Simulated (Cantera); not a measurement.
Feed: 1 mol B2O3, 2.6 mol HCl, 0.12 mol O2, held at 1198.15 K and 4.60 Pa.

Method: chemical equilibrium by Gibbs-energy minimisation in Cantera with the NASA 1993 tables (ideal gas, pure condensed phases). Candidate condensed phases: B, B2O3, B3O3H3, H2O; 33 gas species. The tables' values for BOCl are old estimates; treat these amounts as uncertain. The numbers say what is thermodynamically allowed, not how fast it happens.

Base state: HCl 0.882, Cl 0.0470, O2 0.0292, H2O 0.0199, HBO2 0.0168, Cl2 0.00473, B2O3 0.000188, BOCl 7.62e-5 (mole fractions); condensed: B2O3(l).

### Question
What changes in the equilibrium state with this change: 0.17 mol Cl2 added?

### Answer
```
species         before     after
------------  --------  --------
HCl              0.882     0.839
Cl              0.0470    0.0932
O2              0.0292    0.0350
H2O             0.0199   0.00500
Cl2            0.00473    0.0186
HBO2            0.0168   0.00845
BOCl           7.62e-5  0.000144
BO2            1.04e-5   1.09e-5
B2O3          0.000188  0.000188
B2O3(l), mol     0.976     0.986
```

### Question
What changes in the equilibrium state with this change: pressure from 4.60 Pa to 1.33 mbar?

### Answer
```
species         before    after
------------  --------  -------
HCl              0.882    0.902
O2              0.0292   0.0299
H2O             0.0199   0.0270
Cl              0.0470   0.0179
Cl2            0.00473   0.0198
HBO2            0.0168  0.00364
B2O3          0.000188  6.49e-6
BO2            1.04e-5  8.41e-7
BOCl           7.62e-5  1.24e-5
B2O3(l), mol     0.976    0.995
```
